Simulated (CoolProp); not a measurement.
Values from CoolProp's reference Helmholtz-energy equation of state, Akasaka 2019.

**Question.** For R1234ze(Z), give the phase and the speed of sound (m/s) at 375.4 K and 0.0744 MPa; 429.2 K and 0.0744 MPa.

**Answer.** 
- 375.4 K and 0.0744 MPa: gas; speed of sound 170
- 429.2 K and 0.0744 MPa: gas; speed of sound 182
